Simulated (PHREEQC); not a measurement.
Solution (25 °C): 0.21 mol CdSO4, 0.00039 mol KCl and 5.3e-05 mol FeSO4 per kg of water. Closed to the air; pH follows from the charge balance.

All values are PHREEQC results (ion-association model, wateq4f.dat), not measurements.

This is a speciation only: nothing precipitates in the calculation.

Predict the pH.

pH 5.80.

In which forms is Cl present?

CdCl+ 69 %, Cl- 31 % of the Cl.
